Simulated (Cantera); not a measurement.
Input (Python, Cantera) and output of one run.

```python
import numpy as np
import cantera as ct

gas_names = """
    N NO NO2 NO3 N2 N2O O O2 O3 Pb PbO Pb2
""".split()
cond_names = """
    Pb(cr) Pb(L) PbO(rd) PbO(yw) PbO(L) PbO2(s) Pb3O4(s)
""".split()


# ... load() reads the species with a 1 bar reference pressure and builds the phases ...
atoms = {
    'PbO': {'Pb': 1, 'O': 1},
    'O2': {'O': 2},
    'N2': {'N': 2},
}
top_T = {'Pb3O4(s)': 820}  # K; cautious upper limits of use, not melting points


# ... equilibrate(T, P, feed) seeds the gas with the atoms and calls Mixture.equilibrate('TP', solver="vcs", rtol=1e-11, max_steps=5000) ...
results = []
T = 1548  # K
P = 133.322  # Pa
for m in [1, 1.7, 2.9, 4.8, 8.2, 14, 23, 39, 66]:
    feed = {'PbO': 1, 'O2': 0.49, 'N2': m}  # mol
    mix = equilibrate(T, P, feed)
    results.append((T, P, feed, dict(zip(mix.species_names, mix.species_moles))))

top = {s: max(r[3][s] / sum(r[3][g] for g in gas_names) for r in results) for s in gas_names}
cols = sorted((s for s in top if top[s] > 0.0001), key=lambda s: -top[s])[:9]
seen = [c for c in cond_names if any(r[3].get(c, 0) > 1e-12 for r in results)]
print("log10 of partial pressures in bar; condensed amounts in mol")
print(f"{'n(N2)':>10s}" + "".join(f"{s[:9]:>10s}" for s in cols + seen))
for T, P, feed, n in results:
    ng = sum(n[g] for g in gas_names)
    print(f"{feed['N2']:10.4g}" + "".join(f"{np.log10(max(n[s] / ng * P / 1e5, 1e-99)):10.3f}" for s in cols)
          + "".join(f"{n.get(c, 0):10.4g}" for c in seen))
```

Result:

```
log10 of partial pressures in bar; condensed amounts in mol
     n(N2)        N2       PbO        O2        Pb        NO         O
         1    -3.295    -3.435    -3.498    -3.855    -5.820    -6.867
       1.7    -3.169    -3.553    -3.595    -3.924    -5.805    -6.915
       2.9    -3.072    -3.707    -3.719    -4.016    -5.818    -6.977
       4.8    -3.005    -3.884    -3.861    -4.123    -5.856    -7.048
       8.2    -2.957    -4.102    -4.031    -4.255    -5.917    -7.133
        14    -2.926    -4.343    -4.217    -4.404    -5.994    -7.226
        23    -2.907    -4.585    -4.399    -4.555    -6.076    -7.317
        39    -2.895    -4.857    -4.601    -4.726    -6.171    -7.418
        66    -2.887    -5.141    -4.808    -4.906    -6.270    -7.521
```

Cantera equilibrium calculation (NASA polynomials, part measured and part estimated; ideal gas, pure solids and liquids). Gases not in the tables: (PbO)n polymers.
